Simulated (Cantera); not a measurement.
Equilibrium for fluorocarbon and chlorocarbon gases: C₂F₆ + HCl + H₂

Charge: 1 mol C₂F₆, 0.071 mol HCl, 2.5 mol H₂, at 0.00120 bar.

These are equilibrium values from Cantera (NASA tables, ideal gas, pure condensed phases), not measurements of a reactor. Candidate condensed phases: C, C₆H₆, C₇H₈, C₈H₁₈; 118 gas species. The feed counts by its element totals alone. Gases not in the tables: C₂F₆ and larger saturated fluorocarbons. Equilibrium is a limit: real reactors are often held back by kinetics, nucleation or transport.

From 1602 °C to 2052 °C the condensed part is C(graphite). The main C-bearing gas is CF₄ at 1602 °C and CF₂ at 2052 °C. The share of C in condensed phases is highest at 2052 °C (96.5 %) and lowest at 1652 °C (87.1 %).

```json
[
 {"T (°C)": "1602", "x HF": "0.921", "x F": "0.0201", "x CF₂": "0.0178", "x CF₄": "0.0280", "x Cl": "0.0127", "x CF": "4.82e-5", "x H": "3.92e-6", "n C(graphite)": "1.75"},
 {"T (°C)": "1652", "x HF": "0.909", "x F": "0.0318", "x CF₂": "0.0245", "x CF₄": "0.0211", "x Cl": "0.0126", "x CF": "0.000100", "x H": "6.53e-6", "n C(graphite)": "1.74"},
 {"T (°C)": "1702", "x HF": "0.896", "x F": "0.0470", "x CF₂": "0.0305", "x CF₄": "0.0136", "x Cl": "0.0124", "x CF": "0.000193", "x H": "1.10e-5", "n C(graphite)": "1.75"},
 {"T (°C)": "1752", "x HF": "0.882", "x F": "0.0645", "x CF₂": "0.0334", "x CF₄": "0.00716", "x Cl": "0.0122", "x CF": "0.000338", "x H": "1.92e-5", "n C(graphite)": "1.76"},
 {"T (°C)": "1802", "x HF": "0.870", "x F": "0.0818", "x CF₂": "0.0321", "x CF₄": "0.00301", "x Cl": "0.0121", "x CF": "0.000542", "x H": "3.47e-5", "n C(graphite)": "1.79"},
 {"T (°C)": "1852", "x HF": "0.861", "x F": "0.0970", "x CF₂": "0.0277", "x CF₄": "0.00106", "x Cl": "0.0120", "x CF": "0.000803", "x H": "6.47e-5", "n C(graphite)": "1.82"},
 {"T (°C)": "1902", "x HF": "0.854", "x F": "0.110", "x CF₂": "0.0222", "x CF₄": "0.000332", "x Cl": "0.0119", "x CF": "0.00112", "x H": "0.000122", "n C(graphite)": "1.86"},
 {"T (°C)": "1952", "x HF": "0.849", "x F": "0.120", "x CF₂": "0.0169", "x CF₄": "9.83e-5", "x Cl": "0.0118", "x CF": "0.00150", "x H": "0.000231", "n C(graphite)": "1.89"},
 {"T (°C)": "2002", "x HF": "0.845", "x F": "0.128", "x CF₂": "0.0126", "x CF₄": "2.83e-5", "x Cl": "0.0117", "x CF": "0.00195", "x H": "0.000435", "n C(graphite)": "1.91"},
 {"T (°C)": "2052", "x HF": "0.841", "x F": "0.134", "x CF₂": "0.00917", "x CF₄": "8.09e-6", "x Cl": "0.0117", "x CF": "0.00245", "x H": "0.000808", "n C(graphite)": "1.93"}
]
```
x: gas mole fraction; n: condensed amount in mol.
